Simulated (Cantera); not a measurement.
An isothermal, constant-pressure homogeneous reactor starts with C2H6 : N2 = 1 : 1.2 (molar parts), at 1300 K and 110000 Pa.

Detailed kinetics in Cantera: GRI-Mech 3.0 (53 species, 325 reactions). GRI-Mech 3.0 stops at C3 and has no aromatics, soot or wall deposition, so with more carbon than oxygen in the feed, carbon stays in small species such as C2H2 where larger ones or solid carbon would form.

x: mole fraction; the columns are a selection and need not sum to one.

```
t (s)      x C2H6      x H   x C2H4     x CH2     x HCN     x H2
--------  -------  -------  -------  --------  --------  -------
3.00e-5     0.452  3.17e-6  0.00104   2.08e-9  1.46e-12  0.00102
7.56e-5     0.444  5.76e-6  0.00635   4.87e-9  8.82e-12  0.00608
0.000191    0.417  6.56e-6   0.0232   5.78e-9  1.94e-11   0.0221
0.000481    0.356  7.02e-6   0.0614   5.26e-9  2.76e-11   0.0587
0.00121     0.240  7.98e-6    0.132   4.18e-9  3.33e-11    0.128
0.00306    0.0943  9.14e-6    0.214   2.40e-9  3.66e-11    0.214
0.00771    0.0165  6.91e-6    0.241  6.60e-10  3.83e-11    0.266
0.0194          …        …        …  1.84e-10  3.89e-11    0.285
0.0490    0.00284  3.47e-6    0.183  1.33e-10  3.96e-11    0.299
0.124     0.00227  3.12e-6    0.142  1.10e-10  4.14e-11    0.311
0.312     0.00183  2.54e-6    0.117  9.03e-11  4.57e-11    0.306
0.786     0.00154  1.89e-6    0.106  7.29e-11  5.36e-11    0.283
1.98      0.00123  1.30e-6   0.0945  5.44e-11  6.54e-11    0.252
5.00            …        …        …  3.85e-11  8.13e-11        …
```

Q: Fill in the missing entries.

A: 
- 0.0194, x C2H6: 0.00406
- 0.0194, x H: 3.99e-6
- 0.0194, x C2H4: 0.220
- 5.00, x C2H6: 0.000943
- 5.00, x H: 8.58e-7
- 5.00, x C2H4: 0.0821
- 5.00, x H2: 0.219
